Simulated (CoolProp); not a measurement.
Vapour-liquid equilibrium of propylene (1) + R142b (2) at 199 kPa; x and y are mole fractions of (1).

Values from CoolProp's multi-fluid Helmholtz-energy mixture model, Lemmon 2013 and Lemmon 2006; pair parameters Bell 2016.

**Question.** Give the bubble temperature and the first vapour's composition at x = 0.35, 0.575, 0.95. Is there an azeotrope?

**Answer.** x = 0.35: -14.4 °C, y = 0.716; x = 0.575: -22.3 °C, y = 0.858; x = 0.95: -30.6 °C, y = 0.985. No azeotrope shows between x = 0.05 and 0.95.

The pair parameters rest on a limited set of measurements; away from them the model extrapolates.
